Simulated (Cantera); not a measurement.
## Thermodynamics of boron, boron nitride and boron oxide, feed B2H6 + H2O

Charge: 1 mol B2H6, a varied amount of H2O, held at 1775 K and 11.0 mbar.

Method: chemical equilibrium by Gibbs-energy minimisation in Cantera with the NASA 1993 tables (ideal gas, pure condensed phases). Candidate condensed phases: B, B2O3, B3O3H3, H2O; 23 gas species. The feed counts by its element totals alone. The tables' values for BH2 are old estimates; treat these amounts as uncertain. Equilibrium is a limit: real reactors are often held back by kinetics, nucleation or transport.

```json
[
 {"n(H2O) (mol)": "0.11", "log p H2": "-1.97", "log p H2O": "-7.17", "log p HBO2": "-6.09", "log p HBO": "-3.53", "log p B2O2": "-4.48", "log p B2O3": "-6.16", "n B(s)": "1.89"},
 {"n(H2O) (mol)": "0.17", "log p H2": "-1.98", "log p H2O": "-7.03", "log p HBO2": "-5.79", "log p HBO": "-3.38", "log p B2O2": "-4.19", "log p B2O3": "-5.71", "n B(s)": "1.83"},
 {"n(H2O) (mol)": "0.28", "log p H2": "-1.99", "log p H2O": "-6.88", "log p HBO2": "-5.49", "log p HBO": "-3.24", "log p B2O2": "-3.88", "log p B2O3": "-5.25", "n B(s)": "1.72"},
 {"n(H2O) (mol)": "0.44", "log p H2": "-2.00", "log p H2O": "-6.77", "log p HBO2": "-5.25", "log p HBO": "-3.12", "log p B2O2": "-3.63", "log p B2O3": "-4.88", "n B(s)": "1.57"},
 {"n(H2O) (mol)": "0.69", "log p H2": "-2.02", "log p H2O": "-6.68", "log p HBO2": "-5.04", "log p HBO": "-3.02", "log p B2O2": "-3.42", "log p B2O3": "-4.56", "n B(s)": "1.32"},
 {"n(H2O) (mol)": "1.1", "log p H2": "-2.04", "log p H2O": "-6.61", "log p HBO2": "-4.86", "log p HBO": "-2.93", "log p B2O2": "-3.23", "log p B2O3": "-4.27", "n B(s)": "0.928"},
 {"n(H2O) (mol)": "1.7", "log p H2": "-2.06", "log p H2O": "-6.56", "log p HBO2": "-4.73", "log p HBO": "-2.87", "log p B2O2": "-3.08", "log p B2O3": "-4.06", "n B(s)": "0.353"},
 {"n(H2O) (mol)": "2.7", "log p H2": "-2.06", "log p H2O": "-5.07", "log p HBO2": "-3.50", "log p HBO": "-3.12", "log p B2O2": "-3.59", "log p B2O3": "-3.08", "n B(s)": "0"},
 {"n(H2O) (mol)": "4.3", "log p H2": "-2.10", "log p H2O": "-3.11", "log p HBO2": "-2.71", "log p HBO": "-4.35", "log p B2O2": "-5.99", "log p B2O3": "-3.48", "n B(s)": "0"},
 {"n(H2O) (mol)": "6.9", "log p H2": "-2.22", "log p H2O": "-2.52", "log p HBO2": "-2.73", "log p HBO": "-5.07", "log p B2O2": "-7.32", "log p B2O3": "-4.10", "n B(s)": "0"},
 {"n(H2O) (mol)": "11", "log p H2": "-2.36", "log p H2O": "-2.29", "log p HBO2": "-2.85", "log p HBO": "-5.56", "log p B2O2": "-8.16", "log p B2O3": "-4.57", "n B(s)": "0"}
]
```
log p: log10 of the partial pressure in bar; n: condensed amount in mol.

From 0.11 mol H2O to 1.7 mol H2O the condensed part is B(s). From 2.7 mol H2O to 11 mol H2O nothing is condensed. The main B-bearing gas is HBO at 0.11 mol H2O and HBO2 at 11 mol H2O.
